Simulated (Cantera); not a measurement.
Feed: 1 mol FeS₂, 5.5 mol O₂, held at 1.20 bar.

Method: chemical equilibrium by Gibbs-energy minimisation in Cantera with the NASA 1993 tables (ideal gas, pure condensed phases). Candidate condensed phases: Fe, FeO, FeS, FeSO₄, FeS₂, Fe₂O₃, Fe₂(SO₄)₃, Fe₃O₄, S; 12 gas species. Kinetics and transport are ignored.

Task: Which condensed phases are stable at each of these points (T (K)): 725, 825, 925, 1025, 1125, 1225, 1325, 1425?

Result: 
| T (K) | condensed phases | Fe condensed (%) |
|---|---|---|
| 725 | Fe₂(SO₄)₃(s) | 100.0 |
| 825 | Fe₂(SO₄)₃(s) | 100.0 |
| 925 | Fe₂(SO₄)₃(s) | 100.0 |
| 1025 | Fe₂O₃(s) | 100.0 |
| 1125 | Fe₂O₃(s) | 100.0 |
| 1225 | Fe₂O₃(s) | 100.0 |
| 1325 | Fe₂O₃(s) | 100.0 |
| 1425 | Fe₂O₃(s) | 100.0 |

From 725 K to 925 K the condensed part is Fe₂(SO₄)₃(s). From 1025 K to 1425 K the condensed part is Fe₂O₃(s).
